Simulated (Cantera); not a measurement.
Feed: 1 mol Cr2O3, 1500 mol H2, held at 220000 Pa.

These are equilibrium values from Cantera (NASA tables, ideal gas, pure condensed phases), not measurements of a reactor. Candidate condensed phases: Cr, Cr2O3, H2O; 13 gas species. Mutual solubility and eutectic melting of coexisting phases are not modelled. The numbers say what is thermodynamically allowed, not how fast it happens.

log p: log10 of the partial pressure in bar; n: condensed amount in mol.

```json
[
 {"T (K)": "998", "log p H2": "0.34", "log p H": "-8.50", "log p H2O": "(withheld)", "log p Cr": "<-11", "log p CrO": "<-11", "log p OH": "<-11", "n Cr(s)": "0.00800", "n Cr2O3(s)": "0.996"},
 {"T (K)": "1098", "log p H2": "0.34", "log p H": "-7.44", "log p H2O": "(withheld)", "log p Cr": "-11.21", "log p CrO": "<-11", "log p OH": "<-11", "n Cr(s)": "0.0320", "n Cr2O3(s)": "0.984"},
 {"T (K)": "1198", "log p H2": "0.34", "log p H": "-6.55", "log p H2O": "(withheld)", "log p Cr": "-9.65", "log p CrO": "<-11", "log p OH": "<-11", "n Cr(s)": "0.101", "n Cr2O3(s)": "0.950"},
 {"T (K)": "1298", "log p H2": "0.34", "log p H": "-5.80", "log p H2O": "(withheld)", "log p Cr": "-8.35", "log p CrO": "<-11", "log p OH": "-11.27", "n Cr(s)": "0.264", "n Cr2O3(s)": "0.868"},
 {"T (K)": "1398", "log p H2": "0.34", "log p H": "-5.15", "log p H2O": "(withheld)", "log p Cr": "-7.23", "log p CrO": "-11.05", "log p OH": "-10.08", "n Cr(s)": "0.601", "n Cr2O3(s)": "0.700"},
 {"T (K)": "1498", "log p H2": "0.34", "log p H": "-4.59", "log p H2O": "(withheld)", "log p Cr": "-6.27", "log p CrO": "-9.69", "log p OH": "-9.05", "n Cr(s)": "1.22", "n Cr2O3(s)": "0.389"},
 {"T (K)": "1598", "log p H2": "0.34", "log p H": "-4.10", "log p H2O": "-2.36", "log p Cr": "-5.43", "log p CrO": "-8.55", "log p OH": "-8.21", "n Cr(s)": "2.00", "n Cr2O3(s)": "0"},
 {"T (K)": "1698", "log p H2": "0.34", "log p H": "-3.67", "log p H2O": "-2.36", "log p Cr": "-4.69", "log p CrO": "-7.74", "log p OH": "-7.66", "n Cr(s)": "1.99", "n Cr2O3(s)": "0"},
 {"T (K)": "1798", "log p H2": "0.34", "log p H": "-3.28", "log p H2O": "-2.36", "log p Cr": "-4.04", "log p CrO": "-7.02", "log p OH": "-7.16", "n Cr(s)": "1.94", "n Cr2O3(s)": "0"},
 {"T (K)": "1898", "log p H2": "0.34", "log p H": "-2.94", "log p H2O": "-2.36", "log p Cr": "-3.47", "log p CrO": "-6.39", "log p OH": "-6.72", "n Cr(s)": "1.77", "n Cr2O3(s)": "0"},
 {"T (K)": "1998", "log p H2": "0.34", "log p H": "-2.62", "log p H2O": "-2.36", "log p Cr": "-2.95", "log p CrO": "-5.82", "log p OH": "-6.32", "n Cr(s)": "1.24", "n Cr2O3(s)": "0"},
 {"T (K)": "2098", "log p H2": "0.34", "log p H": "-2.34", "log p H2O": "-2.36", "log p Cr": "-2.53", "log p CrO": "-5.36", "log p OH": "-5.97", "n Cr(s)": "0", "n Cr2O3(s)": "0"},
 {"T (K)": "2198", "log p H2": "0.34", "log p H": "-2.08", "log p H2O": "-2.36", "log p Cr": "-2.53", "log p CrO": "-5.32", "log p OH": "-5.64", "n Cr(s)": "0", "n Cr2O3(s)": "0"}
]
```

Complete the blanks.


- 998, log p H2O: -4.75
- 1098, log p H2O: -4.15
- 1198, log p H2O: -3.66
- 1298, log p H2O: -3.24
- 1398, log p H2O: -2.88
- 1498, log p H2O: -2.57
